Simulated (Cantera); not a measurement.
Feed: 1 mol B₂O₃, 6.3 mol F₂, 2.1 mol H₂, equilibrated at 1550 °C and 0.100 bar.

Method: chemical equilibrium by Gibbs-energy minimisation in Cantera with the NASA 1993 tables (ideal gas, pure condensed phases). Candidate condensed phases: B, B₂O₃, B₃O₃H₃, H₂O; 43 gas species. Equilibrium is a limit: real reactors are often held back by kinetics, nucleation or transport.

Problem. What is the equilibrium state?

Solution. 
| Property | Value |
|---|---|
| x(HF) | 0.416 |
| x(F) | 0.237 |
| x(BF₃) | 0.198 |
| x(O₂) | 0.148 |
| x(O) | 0.000184 |
| x(F₂) | 7.01e-5 |
| x(FO) | 1.23e-5 |
| gas amount | 10.10 mol |
| log10 activity of B(s) (absent) | -23.27 |
| log10 activity of B₃O₃H₃(s) (absent) | -75.02 |
